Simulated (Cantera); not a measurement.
**Equilibrium for silicon nitride deposition: SiCl4 + NH3 + N2**

A closed system holds: 1 mol SiCl4, 2 mol NH3, 13 mol N2, equilibrated at 1698.15 K and 0.0503 Torr.

Cantera equilibrium calculation (NASA polynomials, part measured and part estimated; ideal gas, pure solids and liquids). Candidate condensed phases: NH4Cl, Si, Si3N4; 28 gas species. The tables' values for SiCl, SiCl3 are old estimates; treat these amounts as uncertain. The numbers say what is thermodynamically allowed, not how fast it happens.

* **x(N2)**: 0.732
* **x(HCl)**: 0.103
* **x(H2)**: 0.102
* **x(SiCl2)**: 0.0503
* **x(H)**: 0.00566
* **x(Cl)**: 0.00444
* **x(Si)**: 0.00132
* **x(SiCl)**: 0.000573
* **x(SiCl3)**: 0.000108
* **gas amount**: 19.13 mol
* **log10 activity of Si(l) (absent)**: -0.87
